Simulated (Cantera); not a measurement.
Cantera run:

```python
import numpy as np
import cantera as ct

gas_names = """
    H HNO HNO2 HNO3 HO2 H2 H2O H2O2 Hg N NH NH2 NH3 NH2OH NO NO2 NO3 N2 N2H2 N2H4 N2O O OH O2 O3
""".split()
cond_names = """
    H2O(s) H2O(L) Hg(cr) Hg(L) HgO(s)
""".split()


# ... load() reads the species with a 1 bar reference pressure and builds the phases ...
atoms = {
    'HgO': {'Hg': 1, 'O': 1},
    'O2': {'O': 2},
    'N2': {'N': 2},
    'NH3': {'N': 1, 'H': 3},
}
top_T = {}  # K; cautious upper limits of use, not melting points


# ... equilibrate(T, P, feed) seeds the gas with the atoms and calls Mixture.equilibrate('TP', solver="vcs", rtol=1e-11, max_steps=5000) ...
results = []
feed = {'HgO': 1, 'O2': 1.3, 'N2': 0.24, 'NH3': 0.0027}  # mol
P = 640000  # Pa
for T in [625, 725, 825, 925, 1025, 1125, 1225, 1325, 1425, 1525]:
    mix = equilibrate(T, P, feed)
    results.append((T, P, feed, dict(zip(mix.species_names, mix.species_moles))))

top = {s: max(r[3][s] / sum(r[3][g] for g in gas_names) for r in results) for s in gas_names}
cols = sorted((s for s in top if top[s] > 1e-06), key=lambda s: -top[s])[:5]
seen = [c for c in cond_names if any(r[3].get(c, 0) > 1e-12 for r in results)]
print("log10 of partial pressures in bar; condensed amounts in mol")
print(f"{'T/K':>10s}" + "".join(f"{s[:9]:>10s}" for s in cols + seen))
for T, P, feed, n in results:
    ng = sum(n[g] for g in gas_names)
    print(f"{T:10.4g}" + "".join(f"{np.log10(max(n[s] / ng * P / 1e5, 1e-99)):10.3f}" for s in cols)
          + "".join(f"{n.get(c, 0):10.4g}" for c in seen))
```

Result:

```
log10 of partial pressures in bar; condensed amounts in mol
       T/K        O2        Hg        N2       H2O        NO    HgO(s)
       625     0.731    -2.392    -0.000    -1.775    -6.612     0.999
       725     0.718    -0.694    -0.021    -1.796    -5.576    0.9488
       825     0.578     0.323    -0.295    -2.070    -4.985         0
       925     0.578     0.323    -0.295    -2.070    -4.360         0
      1025     0.578     0.323    -0.295    -2.070    -3.856         0
      1125     0.578     0.323    -0.295    -2.070    -3.442         0
      1225     0.578     0.323    -0.295    -2.070    -3.096         0
      1325     0.578     0.323    -0.295    -2.070    -2.801         0
      1425     0.577     0.323    -0.296    -2.070    -2.549         0
      1525     0.577     0.323    -0.297    -2.071    -2.329         0
```

Cantera equilibrium calculation (NASA polynomials, part measured and part estimated; ideal gas, pure solids and liquids).
